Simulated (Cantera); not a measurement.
**Thermodynamics of chlorosilane synthesis and conversion, feed Si + Cl₂ + H₂**

Feed: 1 mol Si, 2.9 mol Cl₂, 16 mol H₂, at 1.00 bar.

Method: chemical equilibrium by Gibbs-energy minimisation in Cantera with the NASA 1993 tables (ideal gas, pure condensed phases). Candidate condensed phases: Si; 19 gas species. The tables' values for SiCl₃ are old estimates; treat these amounts as uncertain. Kinetics and transport are ignored.

From 350 °C to 1350 °C nothing is condensed. The main Si-bearing gas is SiCl₄ at 350 °C and SiCl₂ at 1350 °C.

```tsv
T (°C)	x H₂	x HCl	x SiCl₄	x SiCl₂	x SiHCl₃	x SiCl₃	x SiH₂Cl₂	x H
350	0.844	0.101	0.0558	<1e-12	2.17e-5	1.66e-10	4.52e-10	<1e-12
450	0.843	0.101	0.0557	1.59e-12	0.000139	1.88e-8	2.42e-8	<1e-12
550	0.843	0.101	0.0553	7.05e-10	0.000556	6.59e-7	4.71e-7	6.73e-12
650	0.842	0.102	0.0543	7.91e-8	0.00159	1.03e-5	4.58e-6	2.24e-10
750	0.840	0.104	0.0522	3.29e-6	0.00356	9.02e-5	2.68e-5	3.79e-9
850	0.836	0.108	0.0487	6.44e-5	0.00648	0.000502	0.000105	3.89e-8
950	0.830	0.114	0.0432	0.000678	0.00971	0.00192	0.000291	2.74e-7
1050	0.819	0.125	0.0346	0.00395	0.0115	0.00500	0.000544	1.44e-6
1150	0.801	0.144	0.0230	0.0127	0.00993	0.00860	0.000654	5.94e-6
1250	0.781	0.165	0.0121	0.0250	0.00642	0.0101	0.000548	2.04e-5
1350	0.765	0.181	0.00517	0.0358	0.00338	0.00890	0.000374	6.05e-5
```
x: gas mole fraction; nothing condenses.
